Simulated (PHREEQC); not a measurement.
NaF is added in steps, without added water, to 1 kg of water holding 0.066 mol/kgw NaHF2, at 2.5 °C. Oxygen alone is held at its pressure in air (log pO2 = -0.68). CO2 from the air is kept out. Nothing may precipitate in this run.

Base run: PHREEQC, ion-association model, wateq4f.dat. Each further column changes one thing. The table gives pH.

```
NaF added (mol)  base  Davies equation for every ion  all activity coefficients set to 1  Debye-Hückel limiting law  metal-ligand complexes left out
---------------  ----  -----------------------------  ----------------------------------  -------------------------  -------------------------------
0                3.07                           3.08                                3.17                       3.05                             3.08
0.03             3.23                           3.24                                3.34                       3.20                             3.24
0.055            3.33                           3.34                                3.44                       3.29                             3.34
0.085            3.42                           3.44                                3.55                       3.38                             3.44
0.115            3.51                           3.53                                3.64                       3.46                             3.53
0.145            3.58                           3.60                                3.71                       3.52                             3.60
0.17             3.63                           3.66                                3.77                       3.57                             3.66
0.2              3.69                           3.72                                3.83                       3.62                             3.72
```

wateq4f.dat counts part of the HF as a dimer, H2F2, which phreeqc.dat doesn't know; its constant is uncertain. Constants without temperature data keep their 25 °C values here.
